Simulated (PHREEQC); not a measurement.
Leach liquor (model solution)

Solution (30 °C): 0.0068 mol H2SO4, 0.015 mol CuSO4 and 6.6e-05 mol MgSO4 per kg of water. Closed to the air; pH follows from the charge balance.

All values are PHREEQC results (ion-association model, phreeqc.dat), not measurements.

Each row changes one thing in this solution. Precipitation was switched off in this run.

```csv
case,pH,ionic strength (mol/kgw),SO4-2 (mol/kgw),HSO4- (mol/kgw)
as made,2.14,0.0495,0.0115,0.00510
MgSO4 from 6.6e-05 to 3.3e-05 mol/kgw,2.14,0.0495,0.0115,0.00509
CuSO4 left out,2.02,0.0148,0.00396,0.00289
CuSO4 from 0.015 to 0.0075 mol/kgw,2.09,0.0329,0.00781,0.00422
0.0018 mol/kgw HCl added,2.08,0.0509,0.0112,0.00563
diluted 10-fold with water,2.96,0.00677,0.00178,0.000165
MgSO4 from 6.6e-05 to 7.26e-05 mol/kgw,2.14,0.0495,0.0115,0.00510
H2SO4 from 0.0068 to 0.00136 mol/kgw,2.82,0.0417,0.0103,0.000975
MgSO4 replaced by MnSO4 at the same molality,2.14,0.0495,0.0115,0.00510
```
